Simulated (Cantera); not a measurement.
Mixture: 16.4 % H2, 17.4 % O2, 66.2 % N2, at 29.6 atm, adiabatic and at constant volume. Ignition delay is the time to a rise of 400 K.

Detailed kinetics in Cantera: GRI-Mech 3.0 (53 species, 325 reactions). The hydrogen kinetics of GRI-Mech 3.0 are dated; newer H2 mechanisms differ, most at raised pressure. The pressure lies above the range GRI-Mech 3.0 was tuned for (to about 10 atm). Below about 950 K walls govern HO2 and H2O2 in real vessels.

Predict: delay at 875 K; delay at 925 K; delay at 975 K; delay at 1025 K; delay at 1075 K; delay at 1125 K; apparent activation energy between 1025 and 1125 K.


| Quantity | Result |
|---|---|
| delay at 875 K | 0.160 s |
| delay at 925 K | 40.7 ms |
| delay at 975 K | 12.0 ms |
| delay at 1025 K | 3.99 ms |
| delay at 1075 K | 1.45 ms |
| delay at 1125 K | 0.567 ms |
| apparent activation energy between 1025 and 1125 K | 190 kJ/mol |
